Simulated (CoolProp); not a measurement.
20 sccm (0 °C, 1 atm) of nitrogen bubbles through liquid toluene at 310 K and leaves saturated at a total pressure of 0.0906 MPa (ideal gas phase). Each further row changes one setting.

Model: reference Helmholtz-energy equation of state, Lemmon 2006, in CoolProp. It is a short technical equation, of lower accuracy than the large ones.

```
case                      vapour pressure (kPa)  mole fraction of vapour  delivery (mg/min)  delivery (sccm)  change of delivery for a bath 1 K warmer (%)
------------------------  ---------------------  -----------------------  -----------------  ---------------  --------------------------------------------
as stated                                  6.82               (withheld)               6.69       (withheld)                                    (withheld)
bath temperature 315 K               (withheld)                   0.0948               8.61             2.09                                           5.1
total pressure 0.181 MPa                   6.82                   0.0377               3.22       (withheld)                                    (withheld)
```

Question: Complete the blanks.

Answer: 
- as stated, mole fraction of vapour: 0.0752
- as stated, delivery (sccm): 1.63
- as stated, change of delivery for a bath 1 K warmer (%): 5.2
- bath temperature 315 K, vapour pressure (kPa): 8.59
- total pressure 0.181 MPa, delivery (sccm): 0.783
- total pressure 0.181 MPa, change of delivery for a bath 1 K warmer (%): 5.0
